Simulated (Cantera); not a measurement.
Input: 1 mol SiCl₄, 1.7 mol Cl₂, 14 mol H₂, equilibrated at 675 K and 1.70 bar.

These are equilibrium values from Cantera (NASA tables, ideal gas, pure condensed phases), not measurements of a reactor. Candidate condensed phases: Si; 19 gas species. Rates play no part.

Base state: H₂ 0.736, HCl 0.204, SiCl₄ 0.0599, SiHCl₃ 2.84e-5 (mole fractions); condensed: gas only.

Problem. What changes in the equilibrium state with this change: temperature from 675 K to 1348 K?

Solution. 
```csv
species,before,after
H₂,0.736,0.722
HCl,0.204,0.219
SiCl₄,0.0599,0.0458
SiCl₃,<1e-9,0.00365
SiCl₂,<1e-9,0.00147
```
The tables' values for SiCl₃ are old estimates; treat these amounts as uncertain.
